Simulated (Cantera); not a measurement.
**Stirred combustor or abatement burner**

A perfectly stirred reactor is fed with CH₃OH : O₂ : N₂ = 1 : 1.36 : 5.13 (molar parts), equivalence ratio 1.1, at 350000 Pa; it is adiabatic with a 425 K inlet, and is followed from long to short residence time, starting on the burning branch (τ in s: 0.11, 0.043, 0.017, 0.0067, 0.0026, 0.001, 0.00041, 0.00016, 6.4e-05, 2.5e-05, 1e-05, 4e-06).

Cantera simulation using GRI-Mech 3.0 (53 species, 325 reactions); the numbers are that mechanism's predictions, not measurements. GRI-Mech 3.0 was tuned for natural gas; its chemistry of methanol as a main component is partial and can be far from experiment.

| τ (s) | T (K) | x CH₃OH | x O₂ | x CH₄ | x CO₂ | x HCN | x HCO |
|---|---|---|---|---|---|---|---|
| 0.11 | 2295 | 4.13e-7 | 0.000756 | 3.14e-7 | 0.0966 | 9.48e-8 | 2.20e-8 |
| 0.043 | 2289 | 9.38e-7 | 0.00102 | 5.09e-7 | 0.0962 | 1.48e-7 | 4.07e-8 |
| 0.017 | 2278 | 1.99e-6 | 0.00152 | 6.62e-7 | 0.0954 | 1.83e-7 | 8.67e-8 |
| 0.0067 | 2260 | 4.00e-6 | 0.00240 | 7.55e-7 | 0.0940 | 1.93e-7 | 2.01e-7 |
| 0.0026 | 2231 | 7.88e-6 | 0.00381 | 8.75e-7 | 0.0919 | 1.99e-7 | 4.95e-7 |
| 0.0010 | 2189 | 1.54e-5 | 0.00585 | 1.24e-6 | 0.0888 | 2.36e-7 | 1.25e-6 |
| 0.00041 | 2136 | 2.91e-5 | 0.00836 | 2.29e-6 | 0.0851 | 3.37e-7 | 2.98e-6 |
| 0.00016 | 2069 | 5.95e-5 | 0.0117 | 5.78e-6 | 0.0803 | 5.73e-7 | 7.46e-6 |
| 6.4e-5 | 1993 | 0.000132 | 0.0161 | 1.76e-5 | 0.0739 | 1.01e-6 | 1.83e-5 |
| 2.5e-5 | 1886 | 0.000395 | 0.0247 | 7.33e-5 | 0.0606 | 1.66e-6 | 4.93e-5 |
| 1.0e-5 | 425 | 0.134 | 0.182 | <1e-12 | <1e-12 | <1e-12 | <1e-12 |
| 4.0e-6 | 425 | 0.134 | 0.182 | <1e-12 | <1e-12 | <1e-12 | <1e-12 |
x: mole fraction; the columns are a selection and need not sum to one.
